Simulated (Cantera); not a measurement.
An isothermal, constant-pressure homogeneous reactor starts with CH4 : CO2 : H2 = 1 : 2.4 : 0.61 (molar parts), at 1600 K and 1.97 atm. Integrator tolerance rtol = 1e-08.

Model: GRI-Mech 3.0 (53 species, 325 reactions), integrated in Cantera.

Problem. What does this change do: temperature 1600 to 1200 K?

Solution. 
| quantity | before | after |
|---|---|---|
| x(CH4) at 20.0 s | 0.000993 (gas-phase equilibrium 4.19e-7) | 0.247 (gas-phase equilibrium 0.000201) |
| x(CO2) at 20.0 s | 0.0847 (gas-phase equilibrium 0.0839) | 0.578 (gas-phase equilibrium 0.118) |
| x(H2) at 20.0 s | 0.283 (gas-phase equilibrium 0.285) | 0.135 (gas-phase equilibrium 0.319) |
| x(HCO) at 20.0 s | 2.18e-8 (gas-phase equilibrium 2.21e-8) | 7.92e-12 (gas-phase equilibrium 5.06e-10) |
| x(O) at 20.0 s | 2.54e-11 (gas-phase equilibrium 2.55e-11) | <1e-12 (gas-phase equilibrium <1e-12) |
| x(CH2CO) at 20.0 s | 8.16e-8 (gas-phase equilibrium 2.82e-11) | 2.88e-8 (gas-phase equilibrium 2.64e-10) |
| x(H2O) at 20.0 s | 0.150 (gas-phase equilibrium 0.149) | 0.0197 (gas-phase equilibrium 0.115) |

Problem. What does this change do: CH4 1 to 1.8 parts?

Solution. 
```
quantity                                               before                                      after
------------------  -----------------------------------------  -----------------------------------------
x(CH4) at 20.0 s     0.000993 (gas-phase equilibrium 4.19e-7)    0.00940 (gas-phase equilibrium 4.59e-6)
x(CO2) at 20.0 s        0.0847 (gas-phase equilibrium 0.0839)      0.0238 (gas-phase equilibrium 0.0188)
x(H2) at 20.0 s           0.283 (gas-phase equilibrium 0.285)        0.427 (gas-phase equilibrium 0.448)
x(HCO) at 20.0 s      2.18e-8 (gas-phase equilibrium 2.21e-8)    2.64e-8 (gas-phase equilibrium 2.76e-8)
x(O) at 20.0 s      2.54e-11 (gas-phase equilibrium 2.55e-11)  6.83e-12 (gas-phase equilibrium 5.72e-12)
x(CH2CO) at 20.0 s   8.16e-8 (gas-phase equilibrium 2.82e-11)   6.73e-7 (gas-phase equilibrium 1.96e-10)
x(H2O) at 20.0 s          0.150 (gas-phase equilibrium 0.149)      0.0644 (gas-phase equilibrium 0.0526)
```
